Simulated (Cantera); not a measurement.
Cantera run:

```python
import numpy as np
import cantera as ct

gas_names = """
    H HO2 H2 H2O H2O2 O OH O2 O3 Si SiH SiH2 SiH3 SiH4 SiO SiO2 Si2 Si3
""".split()
cond_names = """
    H2O(s) H2O(L) Si(cr) Si(L) SiO2(Lqz) SiO2(hqz) SiO2(L)
""".split()


# ... load() reads the species with a 1 bar reference pressure and builds the phases ...
atoms = {
    'Si': {'Si': 1},
    'O2': {'O': 2},
    'H2': {'H': 2},
}
top_T = {}  # K; cautious upper limits of use, not melting points


# ... equilibrate(T, P, feed) seeds the gas with the atoms and calls Mixture.equilibrate('TP', solver="vcs", rtol=1e-11, max_steps=5000) ...
results = []
feed = {'Si': 1, 'O2': 0.0058, 'H2': 22}  # mol
P = 5.2  # Pa
for T in [1623, 1648, 1673, 1698, 1723, 1748, 1773, 1798, 1823, 1848, 1873, 1898]:
    mix = equilibrate(T, P, feed)
    results.append((T, P, feed, dict(zip(mix.species_names, mix.species_moles))))

top = {s: max(r[3][s] / sum(r[3][g] for g in gas_names) for r in results) for s in gas_names}
cols = sorted((s for s in top if top[s] > 0.0001), key=lambda s: -top[s])[:8]
seen = [c for c in cond_names if any(r[3].get(c, 0) > 1e-12 for r in results)]
print("log10 of partial pressures in bar; condensed amounts in mol")
print(f"{'T/K':>10s}" + "".join(f"{s[:9]:>10s}" for s in cols + seen))
for T, P, feed, n in results:
    ng = sum(n[g] for g in gas_names)
    print(f"{T:10.4g}" + "".join(f"{np.log10(max(n[s] / ng * P / 1e5, 1e-99)):10.3f}" for s in cols)
          + "".join(f"{n.get(c, 0):10.4g}" for c in seen))
```

It prints:

```
log10 of partial pressures in bar; condensed amounts in mol
       T/K        H2         H        Si       SiO       SiH       Si2    Si(cr)     Si(L)
      1623    -4.290    -6.305    -6.806    -7.566    -8.648    -9.348      0.92         0
      1648    -4.292    -6.196    -6.589    -7.567    -8.470    -9.066    0.8755         0
      1673    -4.295    -6.091    -6.379    -7.569    -8.298    -8.794    0.8044         0
      1698    -4.299    -5.989    -6.183    -7.572    -8.140    -8.544         0    0.6971
      1723    -4.304    -5.891    -6.007    -7.576    -8.001    -8.332         0    0.5483
      1748    -4.311    -5.797    -5.837    -7.582    -7.868    -8.126         0    0.3287
      1773    -4.320    -5.706    -5.672    -7.589    -7.740    -7.926         0  0.005521
      1798    -4.324    -5.616    -5.669    -7.591    -7.771    -8.048         0         0
      1823    -4.329    -5.528    -5.670    -7.594    -7.806    -8.174         0         0
      1848    -4.335    -5.443    -5.671    -7.596    -7.840    -8.298         0         0
      1873    -4.342    -5.361    -5.674    -7.600    -7.875    -8.420         0         0
      1898    -4.350    -5.282    -5.677    -7.604    -7.911    -8.541         0         0
```

Method: chemical equilibrium by Gibbs-energy minimisation in Cantera with the NASA 1993 tables (ideal gas, pure condensed phases). Gases not in the tables: Si2H6 and higher silanes.
